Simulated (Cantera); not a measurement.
An adiabatic, constant-volume homogeneous reactor starts with CH4 : O2 : N2 = 1 : 0.909 : 2.82 (molar parts), equivalence ratio 2.2, at 1623 K and 9.87 atm. Integrator tolerance rtol = 1e-08.

Cantera simulation using GRI-Mech 3.0 (53 species, 325 reactions); the numbers are that mechanism's predictions, not measurements.

### Question
What does this change do: pressure from 9.87 atm to 1.38 atm?

### Answer
| quantity | before | after |
|---|---|---|
| time of steepest temperature rise | 67.2 µs | 0.314 ms |
| temperature at 0.400 s | 2920 K | 2821 K |
| equilibrium temperature | 2920 K | 2821 K |
| x(CH4) at 0.400 s | 4.42e-9 (gas-phase equilibrium 4.95e-9) | 1.04e-10 (gas-phase equilibrium 1.17e-10) |
| x(O2) at 0.400 s | 1.83e-5 (gas-phase equilibrium 1.83e-5) | 6.46e-5 (gas-phase equilibrium 6.46e-5) |
| x(H) at 0.400 s | 0.0120 (gas-phase equilibrium 0.0120) | 0.0230 (gas-phase equilibrium 0.0230) |
| x(OH) at 0.400 s | 0.00220 (gas-phase equilibrium 0.00220) | 0.00388 (gas-phase equilibrium 0.00388) |
| x(HCO) at 0.400 s | 3.51e-6 (gas-phase equilibrium 3.51e-6) | 1.02e-6 (gas-phase equilibrium 1.02e-6) |
| x(NO) at 0.400 s | 0.000316 (gas-phase equilibrium 0.000316) | 0.000519 (gas-phase equilibrium 0.000519) |
| x(C2H4) at 0.400 s | <1e-12 (gas-phase equilibrium <1e-12) | <1e-12 (gas-phase equilibrium <1e-12) |

### Question
What does this change do: constant pressure in place of constant volume?

### Answer
| quantity | before | after |
|---|---|---|
| time of steepest temperature rise | 67.2 µs | 75.0 µs |
| temperature at 0.400 s | 2920 K | 2626 K |
| equilibrium temperature | 2920 K | 2626 K |
| x(CH4) at 0.400 s | 4.42e-9 (gas-phase equilibrium 4.95e-9) | 2.41e-9 (gas-phase equilibrium 2.70e-9) |
| x(O2) at 0.400 s | 1.83e-5 (gas-phase equilibrium 1.83e-5) | 3.93e-6 (gas-phase equilibrium 3.93e-6) |
| x(H) at 0.400 s | 0.0120 (gas-phase equilibrium 0.0120) | 0.00629 (gas-phase equilibrium 0.00629) |
| x(OH) at 0.400 s | 0.00220 (gas-phase equilibrium 0.00220) | 0.000873 (gas-phase equilibrium 0.000873) |
| x(HCO) at 0.400 s | 3.51e-6 (gas-phase equilibrium 3.51e-6) | 1.17e-6 (gas-phase equilibrium 1.17e-6) |
| x(NO) at 0.400 s | 0.000316 (gas-phase equilibrium 0.000316) | 9.65e-5 (gas-phase equilibrium 9.65e-5) |
| x(C2H4) at 0.400 s | <1e-12 (gas-phase equilibrium <1e-12) | <1e-12 (gas-phase equilibrium <1e-12) |
